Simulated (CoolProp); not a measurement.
A single-stage vapour-compression cycle with the fluid: evaporating at 235.15 K (dew point), condensing at 279.15 K (bubble point), superheat 8 K, subcooling 8 K, compressor efficiency 0.75, no pressure losses. The same conditions are run with several fluids, on thermodynamics alone (safety and materials aside).

Model: reference Helmholtz-energy equation of state of each fluid (R236FA: Pan 2012; C2F6 (R116): Lemmon 2006; R21: Platzer 1990; carbon dioxide: Span 1996; chlorine: Thol 2021; R407C: Lemmon 2003), in CoolProp. The equations of Platzer and Polt are older, rougher fits. Blends and air are pseudo-pure fits.

Question: Rank R236FA, C2F6 (R116), R21, carbon dioxide, chlorine, R407C by cooling COP, highest first.

Answer: R21 (3.58), R236FA (3.55), chlorine (3.38), carbon dioxide (3.00), R407C (2.96), C2F6 (R116) (2.82)

| fluid | pressure ratio | discharge temperature (K) | refrigerating effect (kJ/kg) | volumetric capacity (kJ/m³) |
|---|---|---|---|---|
| R236FA | 8.30 | 297.1 | 141 | 176 |
| C2F6 (R116) | 3.71 | 291.4 | 60.5 | 2770 |
| R21 | 8.45 | 353.9 | 231 | 127 |
| carbon dioxide | 3.77 | 354.3 | 249 | 6650 |
| chlorine | 5.28 | 404.1 | 259 | 783 |
| R407C | 7.25 | 333.3 | 198 | 827 |
